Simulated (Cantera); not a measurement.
An isothermal, constant-pressure homogeneous reactor starts with NH₃ : H₂ = 0.12 : 0.61 (molar parts), at 1675 K and 0.180 bar.

Model: the gas-phase N/H chemistry of the illustrative SiF4/NH3 mechanism in the Surface Chemkin manual (1991), integrated in Cantera. Walls and surfaces, which speed up NH3 decomposition in real reactors, are not modelled.

Predict: x(NH₃) at 40.0 s; x(H₂) at 40.0 s; x(N₂) at 40.0 s; x(N₂H₂) at 40.0 s; x(NH₂) at 40.0 s.


| Property | Result |
|---|---|
| x(NH₃) at 40.0 s | 0.0292 (gas-phase equilibrium 1.64e-6) |
| x(H₂) at 40.0 s | 0.913 (gas-phase equilibrium 0.929) |
| x(N₂) at 40.0 s | 0.0580 (gas-phase equilibrium 0.0706) |
| x(N₂H₂) at 40.0 s | 8.28e-9 (gas-phase equilibrium <1e-12) |
| x(NH₂) at 40.0 s | 1.60e-5 (gas-phase equilibrium 1.17e-9) |
